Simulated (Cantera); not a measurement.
Predominance diagram of Ta at 1527 °C against the partial pressures of O2 and CO (log10, bar). Cantera with NASA thermochemical tables; ideal gases at 1 bar, condensed phases pure. Candidates: Ta(s), TaC(s), Ta2O5(s). Only these pure phases compete in this equilibrium. TaC: taken at fixed stoichiometry. Not in the tables: Ta2C.

Which phase is stable at these pairs, and which metal-bearing vapour leads over it? (-6.6, -0.8); (-4.7, -3.8); (-15.1, -1.5); (-12.3, -7.7); (-8.5, -6.2); (-17, -8.5); (-14.2, -5.4)


```tsv
log p(O2)	log p(CO)	phase	chief vapour	log p (bar)
-6.6	-0.8	Ta2O5(s)	TaO2	-9.7
-4.7	-3.8	Ta2O5(s)	TaO2	-10.2
-15.1	-1.5	TaC(s)	TaO2	-10.2
-12.3	-7.7	Ta2O5(s)	TaO2	-8.3
-8.5	-6.2	Ta2O5(s)	TaO2	-9.3
-17	-8.5	Ta(s)	TaO	-9.4
-14.2	-5.4	Ta2O5(s)	TaO2	-7.8
```
